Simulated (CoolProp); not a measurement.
A single-stage vapour-compression cycle with the fluid: evaporating at 263.15 K (dew point), condensing at 306.15 K (bubble point), superheat 8 K, subcooling 5 K, compressor efficiency 0.75, no pressure losses. The same conditions are run with several fluids, on thermodynamics alone (safety and materials aside).

Computed with CoolProp (reference Helmholtz-energy equation of state of each fluid (R365MFC: Lemmon 2016; R507A: Lemmon 2003; c-C4F8 (RC318): Platzer 1990; sulfur hexafluoride: Guder 2009; R22: Kamei 1995; n-perfluoropentane: Gao 2022)). The equations of Platzer and Polt are older, rougher fits. Blends and air are pseudo-pure fits.

| fluid | cooling COP | pressure ratio | discharge temperature (K) | refrigerating effect (kJ/kg) | volumetric capacity (kJ/m³) |
|---|---|---|---|---|---|
| R365MFC | 4.02 | 7.10 | 315.5 | 167 | 121 |
| R507A | 3.62 | 3.51 | 325.4 | 124 | 2750 |
| c-C4F8 (RC318) | 3.70 | 4.68 | 306.2 | 83.2 | 654 |
| sulfur hexafluoride | 3.03 | 3.02 | 318.7 | 55.1 | 4030 |
| R22 | 3.86 | 3.63 | 348.9 | 173 | 2540 |
| n-perfluoropentane | 3.64 | 6.32 | 306.2 | 68.7 | 163 |

The compression ends wet for: c-C4F8 (RC318); n-perfluoropentane.
